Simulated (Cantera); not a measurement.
Input: 1 mol Si2Cl6, 0.57 mol HCl, 670 mol H2, held at 1325 °C and 203 Torr.

Method: chemical equilibrium by Gibbs-energy minimisation in Cantera with the NASA 1993 tables (ideal gas, pure condensed phases). Candidate condensed phases: Si; 19 gas species. The feed counts by its element totals alone. Kinetics and transport are ignored.

Base state: H2 0.990, HCl 0.00916, SiCl2 0.000292, H 0.000102 (mole fractions); condensed: Si(s).

### Question
What changes in the equilibrium state with this change: H2 from 670 to 81 mol?

### Answer
```tsv
species	before	after
H2	0.990	0.934
HCl	0.00916	0.0542
SiCl2	0.000292	0.0108
SiCl4	3.14e-8	4.32e-5
SiCl3	1.92e-6	0.000435
SiHCl3	4.87e-7	0.000107
Si(s), mol	1.80	1.03
```
The tables' values for SiCl3 are old estimates; treat these amounts as uncertain.

### Question
What changes in the equilibrium state with this change: temperature from 1325 °C to 802 °C?

### Answer
| species | before | after |
|---|---|---|
| H2 | 0.990 | 0.992 |
| HCl | 0.00916 | 0.00681 |
| SiHCl3 | 4.87e-7 | 0.000470 |
| SiCl4 | 3.14e-8 | 0.000260 |
| H | 0.000102 | 2.81e-8 |
| SiH2Cl2 | 1.26e-6 | 9.95e-5 |
| SiCl3 | 1.92e-6 | 3.87e-5 |
| SiCl2 | 0.000292 | 9.13e-5 |
| Si(s), mol | 1.80 | 1.35 |
The tables' values for SiCl3 are old estimates; treat these amounts as uncertain.
